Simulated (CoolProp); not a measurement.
A single-stage vapour-compression cycle with hydrogen sulfide: evaporating at 306.15 K (dew point), condensing at 364.15 K (bubble point), superheat 5 K, subcooling 8 K, compressor efficiency 0.8, no pressure losses. Each further row changes one setting.

Values from CoolProp's reference Helmholtz-energy equation of state, Lemmon 2006. It is a short technical equation, of lower accuracy than the large ones.

```csv
case,cooling COP,pressure ratio,discharge temperature (K),refrigerating effect (kJ/kg),volumetric capacity (kJ/m³)
as stated,2.74,3.16,433.7,275,11000
evaporating temperature 311.15 K,3.10,2.82,426.5,276,12400
condensing temperature 359.15 K,3.16,2.89,423.2,290,11600
subcooling 13 K,2.91,3.16,433.7,293,11700
superheat 15 K,2.71,3.16,447.6,290,10900
compressor efficiency 0.7,2.40,3.16,443.2,275,11000
```
